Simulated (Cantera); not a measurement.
A closed system holds: 1 mol (CH3)2SiCl2, 0.016 mol CH4, a varied amount of H2, held at 2250 K and 13.3 mbar.

Equilibrium computed with Cantera from the NASA thermochemical tables; the gas is ideal and each condensed phase is pure. Candidate condensed phases: C, C6H6, C7H8, C8H18, Si, SiC; 109 gas species. The feed counts by its element totals alone. The tables' values for SiCl, SiCl3 are old estimates; treat these amounts as uncertain. Gases not in the tables: Si2H6 and higher silanes. Kinetics and transport are ignored.

Task: At 1.3 mol H2, list the 6 most abundant gas species with their mole fractions, and the condensed phases.

Result: H2 0.611, HCl 0.281, H 0.0503, SiCl2 0.0296, Cl 0.0167, Si 0.00553. Condensed: C(graphite) + SiC(s).
